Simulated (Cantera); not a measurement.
**Premixed flame**

A freely propagating, adiabatic, planar premixed flame of 8.20 % CH4, 16.4 % O2, 75.4 % N2, equivalence ratio 1.0, unburnt at 625 K and 1.00 bar; mixture-averaged transport, grid criteria slope 0.08 and curve 0.16, no radiation.

Model: GRI-Mech 3.0 (53 species, 325 reactions), integrated in Cantera. Burning velocities carry a grid error of a few per cent, more on coarse grids.

```json
[
 {"z (mm)": "-1.22", "T (K)": "625", "u (m/s)": "1.04", "x CH4": "0.0819", "x O2": "0.164", "x CH2O": "1.31e-7", "x N2O": "<1e-8", "x H2": "0.000867", "x O": "<1e-8"},
 {"z (mm)": "-0.811", "T (K)": "627", "u (m/s)": "1.05", "x CH4": "0.0816", "x O2": "0.163", "x CH2O": "2.07e-6", "x N2O": "<1e-8", "x H2": "0.00248", "x O": "<1e-8"},
 {"z (mm)": "-0.608", "T (K)": "634", "u (m/s)": "1.06", "x CH4": "0.0809", "x O2": "0.163", "x CH2O": "1.29e-5", "x N2O": "<1e-8", "x H2": "0.00446", "x O": "<1e-8"},
 {"z (mm)": "-0.406", "T (K)": "681", "u (m/s)": "1.14", "x CH4": "0.0774", "x O2": "0.159", "x CH2O": "0.000103", "x N2O": "<1e-8", "x H2": "0.00828", "x O": "9.41e-8"},
 {"z (mm)": "-0.203", "T (K)": "995", "u (m/s)": "1.69", "x CH4": "0.0569", "x O2": "0.133", "x CH2O": "0.000679", "x N2O": "<1e-8", "x H2": "0.0149", "x O": "1.03e-5"},
 {"z (mm)": "-0.101", "T (K)": "1359", "u (m/s)": "2.33", "x CH4": "0.0320", "x O2": "0.0982", "x CH2O": "0.000941", "x N2O": "2.25e-8", "x H2": "0.0185", "x O": "0.000102"},
 {"z (mm)": "0", "T (K)": "1718", "u (m/s)": "2.97", "x CH4": "0.00771", "x O2": "0.0555", "x CH2O": "0.000587", "x N2O": "5.10e-8", "x H2": "0.0189", "x O": "0.000762"},
 {"z (mm)": "0.101", "T (K)": "1866", "u (m/s)": "3.22", "x CH4": "0.000542", "x O2": "0.0306", "x CH2O": "8.87e-5", "x N2O": "8.49e-8", "x H2": "0.0146", "x O": "0.00253"},
 {"z (mm)": "0.203", "T (K)": "1908", "u (m/s)": "3.28", "x CH4": "1.86e-5", "x O2": "0.0223", "x CH2O": "3.75e-6", "x N2O": "1.04e-7", "x H2": "0.0123", "x O": "0.00342"},
 {"z (mm)": "0.406", "T (K)": "1956", "u (m/s)": "3.35", "x CH4": "3.96e-8", "x O2": "0.0179", "x CH2O": "<1e-8", "x N2O": "1.08e-7", "x H2": "0.0117", "x O": "0.00332"},
 {"z (mm)": "0.811", "T (K)": "2016", "u (m/s)": "3.43", "x CH4": "<1e-8", "x O2": "0.0152", "x CH2O": "<1e-8", "x N2O": "1.09e-7", "x H2": "0.0108", "x O": "0.00264"},
 {"z (mm)": "1.62", "T (K)": "2084", "u (m/s)": "3.53", "x CH4": "<1e-8", "x O2": "0.0127", "x CH2O": "<1e-8", "x N2O": "1.13e-7", "x H2": "0.00903", "x O": "0.00180"},
 {"z (mm)": "3.25", "T (K)": "2147", "u (m/s)": "3.63", "x CH4": "<1e-8", "x O2": "0.0102", "x CH2O": "<1e-8", "x N2O": "1.18e-7", "x H2": "0.00706", "x O": "0.00109"}
]
```
x: mole fraction of selected species; z is measured from the peak of heat release.

- laminar burning velocity = 104 cm/s
- thermal thickness = 0.406 mm
- peak x(CH2O) = 0.000941
- peak x(H2) = 0.0194
- peak x(O) = 0.00349
- grid points = 149
